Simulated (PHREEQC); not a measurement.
## Alkaline etch or developer: speciation

Make-up at 25 °C: 70 mmol/kgw CsOH, 0.85 mmol/kgw K2SiO3 and 2 mmol/kgw K3PO4. Closed to the air; pH follows from the charge balance.

Computed with PHREEQC (ion-association model, wateq4f.dat).

This is a speciation only: nothing precipitates in the calculation.

Task: Estimate the pH, ionic strength.

Result: pH 12.74; ionic strength 0.0836 mol/kgw.

Task: In which forms is Si present?

Result: H3SiO4- 58 %, H2SiO4-2 42 % of the Si.

H3PO4, which wateq4f.dat lacks, is added to it with the constant of phreeqc.dat.
